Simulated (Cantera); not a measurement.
Input: 1 mol BaF2, 4.2 mol O2, 6.6 mol H2, at 0.133 bar.

Equilibrium computed with Cantera from the NASA thermochemical tables; the gas is ideal and each condensed phase is pure. Candidate condensed phases: Ba, BaF2, BaO, Ba(OH)2, H2O; 27 gas species. Rates play no part. All values below are at 900 °C.

Base state: H2O 0.880, O2 0.120, HF 7.79e-5, Ba(OH)2 2.64e-5 (mole fractions); condensed: BaF2(s).

### Question
What changes in the equilibrium state with this change: H2 from 6.6 to 1.6 mol?

### Answer
```json
[
 {"species": "O2", "before": "0.120", "after": "0.680"},
 {"species": "H2O", "before": "0.880", "after": "0.320"},
 {"species": "HF", "before": "7.79e-5", "after": "4.70e-5"},
 {"species": "Ba(OH)2", "before": "2.64e-5", "after": "9.60e-6"},
 {"species": "BaF2(s), mol", "before": "1.000", "after": "1.000"}
]
```

### Question
What changes in the equilibrium state with this change: H2 from 6.6 to 0.15 mol?

### Answer
```tsv
species	before	after
O2	0.120	0.965
H2O	0.880	0.0351
HF	7.79e-5	1.56e-5
Ba(OH)2	2.64e-5	1.05e-6
BaF2(s), mol	1.000	1.000
```
